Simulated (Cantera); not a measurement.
A freely propagating, adiabatic, planar premixed flame of H₂ : O₂ : N₂ : H₂O = 1 : 1 : 5 : 0.19 (molar parts), unburnt at 373 K and 0.132 atm; mixture-averaged transport, grid criteria slope 0.08 and curve 0.16, no radiation.

Cantera simulation using the H2/O2 subset of GRI-Mech 3.0, which has no nitrogen chemistry; the numbers are that mechanism's predictions, not measurements. Burning velocities carry a grid error of a few per cent, more on coarse grids. Lean hydrogen flames are cellular in practice and burn faster than this planar one.

x: mole fraction of selected species; z is measured from the peak of heat release.

```json
[
 {"z (mm)": "-16.1", "T (K)": "373", "u (m/s)": "0.533", "x H₂": "0.139", "x O₂": "0.139", "x H₂O": "0.0264", "x OH": "<1e-8", "x H₂O₂": "<1e-8", "x O": "<1e-8"},
 {"z (mm)": "-10.7", "T (K)": "373", "u (m/s)": "0.532", "x H₂": "0.138", "x O₂": "0.139", "x H₂O": "0.0265", "x OH": "<1e-8", "x H₂O₂": "1.38e-8", "x O": "<1e-8"},
 {"z (mm)": "-8.05", "T (K)": "374", "u (m/s)": "0.531", "x H₂": "0.135", "x O₂": "0.140", "x H₂O": "0.0266", "x OH": "<1e-8", "x H₂O₂": "1.05e-7", "x O": "<1e-8"},
 {"z (mm)": "-5.37", "T (K)": "378", "u (m/s)": "0.533", "x H₂": "0.127", "x O₂": "0.141", "x H₂O": "0.0271", "x OH": "<1e-8", "x H₂O₂": "1.35e-6", "x O": "1.58e-8"},
 {"z (mm)": "-2.68", "T (K)": "473", "u (m/s)": "0.650", "x H₂": "0.0969", "x O₂": "0.141", "x H₂O": "0.0378", "x OH": "___", "x H₂O₂": "2.38e-5", "x O": "4.91e-6"},
 {"z (mm)": "-1.34", "T (K)": "697", "u (m/s)": "0.942", "x H₂": "0.0670", "x O₂": "0.131", "x H₂O": "0.0665", "x OH": "___", "x H₂O₂": "8.58e-6", "x O": "0.000114"},
 {"z (mm)": "0", "T (K)": "945", "u (m/s)": "1.27", "x H₂": "0.0355", "x O₂": "0.111", "x H₂O": "0.108", "x OH": "___", "x H₂O₂": "1.07e-6", "x O": "0.00119"},
 {"z (mm)": "1.34", "T (K)": "1119", "u (m/s)": "1.50", "x H₂": "0.0140", "x O₂": "0.0909", "x H₂O": "0.142", "x OH": "___", "x H₂O₂": "1.18e-6", "x O": "0.00287"},
 {"z (mm)": "2.68", "T (K)": "1218", "u (m/s)": "1.63", "x H₂": "0.00614", "x O₂": "0.0821", "x H₂O": "0.157", "x OH": "___", "x H₂O₂": "1.20e-6", "x O": "0.00337"},
 {"z (mm)": "5.37", "T (K)": "1312", "u (m/s)": "1.75", "x H₂": "0.00296", "x O₂": "0.0782", "x H₂O": "0.165", "x OH": "___", "x H₂O₂": "8.46e-7", "x O": "0.00261"},
 {"z (mm)": "10.7", "T (K)": "1376", "u (m/s)": "1.83", "x H₂": "0.00148", "x O₂": "0.0771", "x H₂O": "0.170", "x OH": "___", "x H₂O₂": "4.57e-7", "x O": "0.00134"},
 {"z (mm)": "21.5", "T (K)": "1407", "u (m/s)": "1.87", "x H₂": "0.000526", "x O₂": "0.0769", "x H₂O": "0.172", "x OH": "___", "x H₂O₂": "2.20e-7", "x O": "0.000471"},
 {"z (mm)": "42.9", "T (K)": "1418", "u (m/s)": "1.88", "x H₂": "0.000146", "x O₂": "0.0770", "x H₂O": "0.173", "x OH": "___", "x H₂O₂": "9.58e-8", "x O": "0.000131"}
]
```

Question: Some entries are withheld; supply them.

Answer: 
- -2.68, x OH: 4.06e-5
- -1.34, x OH: 0.000222
- 0, x OH: 0.000622
- 1.34, x OH: 0.00158
- 2.68, x OH: 0.00226
- 5.37, x OH: 0.00253
- 10.7, x OH: 0.00211
- 21.5, x OH: 0.00135
- 42.9, x OH: 0.000729
